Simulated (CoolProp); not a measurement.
Vapour-liquid equilibrium of ethanol (1) + n-nonane (2) at 401.8 K; x and y are mole fractions of (1).

Computed with CoolProp (multi-fluid Helmholtz-energy mixture model, Schroeder 2014 and Lemmon 2006; pair parameters Bell 2016).

```csv
x,"bubble pressure, mixture model (MPa)","bubble pressure, Raoult's law (MPa)","y, mixture model","y, Raoult's law"
0.05,0.1492,0.07912,[?],0.349
0.2,0.3282,0.1537,0.842,0.718
0.35,[?],0.2283,0.880,0.846
0.5,[?],0.3030,[?],0.910
0.65,0.4736,0.3776,0.909,0.950
0.8,0.5021,0.4522,[?],0.976
0.95,0.5387,0.5268,0.974,0.995
```

**Question.** Fill in the missing entries.

**Answer.** 
- 0.05, y, mixture model: 0.637
- 0.35, bubble pressure, mixture model (MPa): 0.4097
- 0.5, bubble pressure, mixture model (MPa): 0.4479
- 0.5, y, mixture model: 0.896
- 0.8, y, mixture model: 0.929

The largest gap from Raoult's law is +113.5 % in bubble pressure, at x = 0.2. No azeotrope shows between x = 0.05 and 0.95.

Pair parameters are fitted to limited data, so mixtures are less certain than the pure fluids. With so large a gap from Raoult's law the liquid may split in two, which this calculation doesn't test in full.
